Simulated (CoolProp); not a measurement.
Computed with CoolProp (reference Helmholtz-energy equation of state, Setzmann 1991).

Problem. For methane, give the phase and the Joule-Thomson coefficient (K/MPa) at 17.65 °C and 0.882 MPa.

Solution. 
- 17.65 °C and 0.882 MPa: gas; Joule-Thomson coefficient 4.56
